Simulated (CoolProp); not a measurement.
Properties of methane along the isotherm -21.35 °C.

The numbers come from the reference Helmholtz-energy equation of state, Setzmann 1991 in CoolProp.

| p (MPa) | phase | cp (kJ/(kg K)) | speed of sound (m/s) | expansivity (1/kK) | conductivity (mW/(m K)) | Prandtl number | fugacity coefficient |
|---|---|---|---|---|---|---|---|
| 1.44 | gas | 2.282 | 406.1 | 4.607 | 29.2 | 0.773 | 0.9563 |
| 2.87 | gas | 2.461 | 398.0 | 5.385 | 30.7 | 0.817 | 0.9143 |
| 4.31 | gas | 2.688 | 391.0 | 6.351 | 32.6 | 0.877 | 0.8735 |
| 5.75 | supercritical | 2.974 | 385.9 | 7.522 | 35.0 | 0.952 | 0.8343 |
| 7.19 | supercritical | 3.320 | 383.9 | 8.872 | 38.1 | 1.04 | 0.7968 |
| 8.62 | supercritical | 3.708 | 386.3 | 10.26 | 42.0 | 1.14 | 0.7616 |
| 10.1 | supercritical | 4.099 | 394.9 | 11.45 | 46.6 | 1.24 | 0.7276 |
| 11.5 | supercritical | 4.379 | 409.7 | 12.00 | 51.4 | 1.32 | 0.6981 |

Viscosity comes from a separate model (Quiñones-Cisneros 2006). Thermal conductivity comes from a separate model (Friend 1989).
